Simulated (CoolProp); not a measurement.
The numbers come from the reference Helmholtz-energy equation of state, Zhou 2014 in CoolProp.

Question: For cyclohexane, give the phase and the Joule-Thomson coefficient (K/MPa), isothermal compressibility (1/MPa), expansivity (1/kK), viscosity (µPa s) at 23.55 °C and 19.1 bar.

Answer: 
- 23.55 °C and 19.1 bar: liquid; Joule-Thomson coefficient -0.448, isothermal compressibility 0.00109, expansivity 1.20, viscosity 936

Viscosity comes from a separate model (Tariq 2014).
